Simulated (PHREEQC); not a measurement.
## Reverse-osmosis reject

Model water analysis in mg/L, 20 °C, pH 6.45, pe 0.5:

| constituent | mg/L |
|---|---|
| Na | 388 |
| K | 2.04 |
| Ca | 512 |
| Mg | 35.8 |
| Cl | 114 |
| S(6) as SO4 | 1560 |
| Alkalinity as HCO3 | 562 |
| Si as SiO2 | 0.407 |
| Sr | 1.67 |

Na is adjusted to close the charge balance.
Valence states are taken as typed.

Computed with PHREEQC (ion-association model, wateq4f.dat).

Precipitation was switched off in this run.

Problem. Estimate the ionic strength.

Solution. ionic strength 0.0566 mol/kgw.

Problem. In which forms is Sr present?

Solution. Sr+2 67 %, SrSO4 29 %, SrHCO3+ 3.5 % of the Sr.
